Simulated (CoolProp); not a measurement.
A closed Brayton cycle with dry air: compressor inlet 323.15 K and 2.1 MPa, high pressure 7.21 MPa, turbine inlet 975 K, compressor efficiency 0.89, turbine efficiency 0.93, recuperator effectiveness 0.9 (on enthalpy, no pinch check). Each further row changes one setting.

The numbers come from the reference Helmholtz-energy equation of state, Lemmon 2000 in CoolProp. It is a pseudo-pure fit of the blend.

```
case                           thermal efficiency (%)  net work (kJ/kg)  compressor to turbine work  compressor exit (K)  turbine exit (K)
-----------------------------  ----------------------  ----------------  --------------------------  -------------------  ----------------
as stated                                        40.0               123                        0.56                476.7             726.8
turbine inlet 925 K                              37.6                 …                           …                476.7             687.6
compressor inlet 333.15 K                        38.6               118                        0.58                    …             726.8
high pressure 6.13 MPa                           40.9                 …                        0.53                453.5             755.7
recuperator effectiveness 0.5                    29.8               123                        0.56                476.7             726.8
```

Problem. Some entries are withheld; supply them.

Solution. 
- turbine inlet 925 K, net work (kJ/kg): 109
- turbine inlet 925 K, compressor to turbine work: 0.59
- compressor inlet 333.15 K, compressor exit (K): 491.1
- high pressure 6.13 MPa, net work (kJ/kg): 115
